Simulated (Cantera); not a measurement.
# Thermodynamics of silicon etching in halogen gases, feed Si + SF6 + N2

Feed: 1 mol Si, 3 mol SF6, 22 mol N2, held at 0.133 bar.

Method: chemical equilibrium by Gibbs-energy minimisation in Cantera with the NASA 1993 tables (ideal gas, pure condensed phases). Candidate condensed phases: S, Si, Si3N4; 29 gas species. The tables' values for S2F2 (SSF2), SF3, SF5 are old estimates; treat these amounts as uncertain. Kinetics and transport are ignored.

| T (°C) | x N2 | x SF4 | x F | x SF6 | x SiF4 | x S2F2 (SSF2) | x SF3 | x SF2 |
|---|---|---|---|---|---|---|---|---|
| 350 | 0.855 | 0.0275 | <1e-12 | 0.0690 | 0.0388 | 0.0100 | 4.41e-6 | 3.45e-6 |
| 425 | 0.850 | 0.0555 | <1e-12 | 0.0517 | 0.0386 | 0.00434 | 2.75e-5 | 2.14e-5 |
| 500 | 0.847 | 0.0739 | 3.68e-12 | 0.0403 | 0.0385 | 0.000575 | 7.96e-5 | 5.38e-5 |
| 575 | 0.846 | 0.0765 | 2.53e-10 | 0.0387 | 0.0385 | 2.45e-5 | 0.000130 | 6.50e-5 |
| 650 | 0.846 | 0.0765 | 9.03e-9 | 0.0386 | 0.0385 | 1.37e-6 | 0.000184 | 6.93e-5 |
| 725 | 0.846 | 0.0764 | 1.89e-7 | 0.0387 | 0.0385 | 1.18e-7 | 0.000247 | 7.28e-5 |
| 800 | 0.846 | 0.0763 | 2.57e-6 | 0.0387 | 0.0385 | 1.43e-8 | 0.000318 | 7.57e-5 |
| 875 | 0.846 | 0.0762 | 2.49e-5 | 0.0387 | 0.0385 | 2.29e-9 | 0.000395 | 7.82e-5 |
| 950 | 0.846 | 0.0761 | 0.000182 | 0.0387 | 0.0385 | 4.66e-10 | 0.000479 | 8.06e-5 |
| 1025 | 0.845 | 0.0763 | 0.00105 | 0.0382 | 0.0384 | 1.20e-10 | 0.000574 | 8.42e-5 |
| 1100 | 0.842 | 0.0777 | 0.00486 | 0.0362 | 0.0383 | 4.44e-11 | 0.000704 | 9.42e-5 |
| 1175 | 0.831 | 0.0825 | 0.0174 | 0.0296 | 0.0378 | 3.59e-11 | 0.000976 | 0.000132 |
| 1250 | 0.810 | 0.0919 | 0.0431 | 0.0163 | 0.0368 | 1.37e-10 | 0.00175 | 0.000305 |
| 1325 | 0.788 | 0.0975 | 0.0690 | 0.00448 | 0.0358 | 3.58e-9 | 0.00407 | 0.00127 |
x: gas mole fraction; nothing condenses.

From 350 °C to 1325 °C nothing is condensed. The main Si-bearing gas is SiF4 throughout.
